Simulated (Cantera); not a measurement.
What does this Cantera script print?

```python
import numpy as np
import cantera as ct

gas = ct.Solution("gri30.yaml")
gas.TPX = 650, 100000, {'C2H4': 1, 'O2': 3.16, 'N2': 11.9, 'CO2': 1.2}
inlet = ct.Reservoir(gas, clone=True)
gas.equilibrate("HP")  # start burning
reactor = ct.IdealGasConstPressureReactor(gas, energy="on", clone=False)
exhaust = ct.Reservoir(gas, clone=True)
tau = [0.098, 0.039, 0.015, 0.0061, 0.0024, 0.00097, 0.00039, 0.00015, 6.1e-05, 2.4e-05][0]
for a, b in ((inlet, reactor), (reactor, exhaust)):
    ct.MassFlowController(a, b, mdot=lambda t: reactor.mass / tau)
net = ct.ReactorNet([reactor])
show = ['C2H4', 'O2', 'CO2', 'N2O', 'H2O', 'HCN']

rows = []
print(f"{'tau/s':>10s}{'T/K':>9s}" + "".join(f"{s:>11s}" for s in show))
for tau in [0.098, 0.039, 0.015, 0.0061, 0.0024, 0.00097, 0.00039, 0.00015, 6.1e-05, 2.4e-05]:
    net.initial_time = 0.0
    net.advance(30 * tau)
    before = gas.X
    net.advance(40 * tau)
    drift = np.max(np.abs(gas.X - before) / (gas.X + 1e-9))
    rows.append([gas.T, *gas[show].X, drift])
    print(f"{tau:10.3e}{gas.T:9.1f}" + "".join(f"{x:11.3e}" for x in gas[show].X))
```

Result:

```
     tau/s      T/K       C2H4         O2        CO2        N2O        H2O        HCN
 9.800e-02   2348.5  8.853e-07  1.827e-02  1.606e-01  2.651e-07  1.085e-01  1.758e-07
 3.900e-02   2333.6  2.057e-06  1.959e-02  1.586e-01  2.617e-07  1.079e-01  2.674e-07
 1.500e-02   2299.8  4.619e-06  2.184e-02  1.545e-01  2.402e-07  1.065e-01  3.179e-07
 6.100e-03   2245.5  9.281e-06  2.484e-02  1.483e-01  2.123e-07  1.044e-01  3.121e-07
 2.400e-03   2170.7  1.867e-05  2.848e-02  1.405e-01  1.870e-07  1.014e-01  3.082e-07
 9.700e-04   2088.7  3.771e-05  3.211e-02  1.328e-01  1.674e-07  9.814e-02  3.577e-07
 3.900e-04   2004.6  8.113e-05  3.576e-02  1.255e-01  1.512e-07  9.474e-02  4.960e-07
 1.500e-04   1919.6  2.005e-04  4.015e-02  1.179e-01  1.356e-07  9.151e-02  8.201e-07
 6.100e-05   1836.2  5.631e-04  4.700e-02  1.084e-01  1.158e-07  8.873e-02  1.534e-06
 2.400e-05    650.0  5.794e-02  1.831e-01  6.952e-02  1.423e-22  4.439e-16  7.166e-21
```

Detailed kinetics in Cantera: GRI-Mech 3.0 (53 species, 325 reactions). GRI-Mech 3.0 was tuned for natural gas; its chemistry of ethylene as a main component is partial and can be far from experiment.
